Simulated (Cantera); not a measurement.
What does this Cantera script print?

```python
import numpy as np
import cantera as ct

gas_names = [...]  # 113 gases of nasa_gas.yaml made of C, F, H, Si
cond_names = """
    C(gr) C6H6(L) C7H8(L) C8H18(L),n-octa Si(cr) Si(L) SiC(b)
""".split()


# ... load() reads the species with a 1 bar reference pressure and builds the phases ...
atoms = {
    'CH2F2': {'C': 1, 'H': 2, 'F': 2},
    'Si': {'Si': 1},
}
top_T = {'C(gr)': 4500, 'SiC(b)': 3050}  # K; cautious upper limits of use, not melting points


# ... equilibrate(T, P, feed) seeds the gas with the atoms and calls Mixture.equilibrate('TP', solver="vcs", rtol=1e-11, max_steps=5000) ...
results = []
feed = {'CH2F2': 1, 'Si': 0.65}  # mol
T = 1198.15  # K
P = 28  # Pa
mix = equilibrate(T, P, feed)
results.append((T, P, feed, dict(zip(mix.species_names, mix.species_moles))))
print(gas.report(threshold=0.0001))
for i in range(1, mix.n_phases):
    print(f"{mix.phase(i).name:16s} {mix.phase_moles(i):12.5e} mol")
```

Output:

```
       temperature   1198.2 K
          pressure   28 Pa
           density   0.00010101 kg/m^3
  mean mol. weight   35.939 kg/kmol
   phase of matter   gas

                          1 kg             1 kmol
                     ---------------   ---------------
          enthalpy       -1.3608e+07       -4.8907e+08  J
   internal energy       -1.3886e+07       -4.9904e+08  J
           entropy            9050.3        3.2526e+05  J/K
    Gibbs function       -2.4452e+07       -8.7878e+08  J
 heat capacity c_p            1533.3             55106  J/K
 heat capacity c_v              1302             46791  J/K

                      mass frac. Y      mole frac. X     chem. pot. / RT
                     ---------------   ---------------   ---------------
                HF         0.0036392         0.0065374           -63.724
                H2          0.037084           0.66109           -26.568
              SiF3          0.011737         0.0049578           -161.77
              SiF4           0.94484           0.32626           -212.21
             SiHF3         0.0025437         0.0010619           -175.06
     [ +108 minor]        0.00015722        9.6098e-05

C(gr)             8.49866e-01 mol
Si(cr)            0.00000e+00 mol
SiC(b)            1.50131e-01 mol
```

Cantera equilibrium calculation (NASA polynomials, part measured and part estimated; ideal gas, pure solids and liquids). The tables' values for SiF3, SiF2 are old estimates; treat these amounts as uncertain.
